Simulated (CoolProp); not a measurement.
Toluene along the isotherm 346.85 °C: fugacity coefficient from the reference equation and from simpler models built on Tc = 318.6 °C, pc = 4126 kPa, ω = 0.266; each cubic takes its own stable root.

The numbers come from the reference Helmholtz-energy equation of state, Lemmon 2006 in CoolProp. It is a short technical equation, of lower accuracy than the large ones.

| p (kPa) | phase | reference |
|---|---|---|
| 159 | gas | 0.9879 |
| 317 | gas | 0.9759 |
| 476 | gas | 0.9640 |
| 635 | gas | 0.9521 |
| 794 | gas | 0.9402 |
| 952 | gas | 0.9286 |
| 1110 | gas | 0.9169 |
| 1270 | gas | 0.9052 |
| 1430 | gas | 0.8935 |
| 1590 | gas | 0.8819 |
| 1750 | gas | 0.8704 |
| 1900 | gas | 0.8596 |
| 2060 | gas | 0.8482 |

Question: How far does each simpler model (van der Waals, Redlich-Kwong, Peng-Robinson) lie from the reference over these 13 states: mean and median of the absolute difference, and the worst?

Answer: 
- van der Waals: mean 1.3 %, median 1.3 %, worst +2.4 % at 346.85 °C and 2060 kPa
- Redlich-Kwong: mean 0.5 %, median 0.5 %, worst +0.9 % at 346.85 °C and 2060 kPa
- Peng-Robinson: mean 0.3 %, median 0.3 %, worst -0.5 % at 346.85 °C and 2060 kPa
